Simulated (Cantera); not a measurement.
## FeS + H2 + H2O (hydrogen reduction and annealing atmospheres)

Feed: 1 mol FeS, 71 mol H2, 0.075 mol H2O, equilibrated at 18.0 Pa.

These are equilibrium values from Cantera (NASA tables, ideal gas, pure condensed phases), not measurements of a reactor. Candidate condensed phases: Fe, FeO, Fe(OH)2, Fe(OH)3, FeS, FeSO4, FeS2, Fe2O3, Fe2(SO4)3, Fe3O4, H2O, H2SO4, S; 22 gas species. Equilibrium is a limit: real reactors are often held back by kinetics, nucleation or transport.

From 1423 K to 1623 K the condensed part is Fe(γ). From 1673 K to 1823 K nothing is condensed. The main Fe-bearing gas is Fe throughout.

```tsv
T (K)	x H2	x H	x Fe	x S2	x H2S	x S	n Fe(γ)
1423	0.989	0.000492	0.000148	0.00425	0.00466	7.71e-5	0.989
1473	0.988	0.000937	0.000464	0.00457	0.00372	0.000149	0.967
1523	0.987	0.00171	0.00135	0.00475	0.00297	0.000272	0.903
1573	0.983	0.00300	0.00365	0.00480	0.00237	0.000471	0.737
1623	0.975	0.00509	0.00929	0.00471	0.00188	0.000779	0.328
1673	0.968	0.00835	0.0137	0.00450	0.00149	0.00123	0
1723	0.962	0.0133	0.0137	0.00419	0.00119	0.00187	0
1773	0.955	0.0207	0.0136	0.00376	0.000932	0.00272	0
1823	0.944	0.0314	0.0135	0.00323	0.000721	0.00378	0
```
x: gas mole fraction; n: condensed amount in mol.
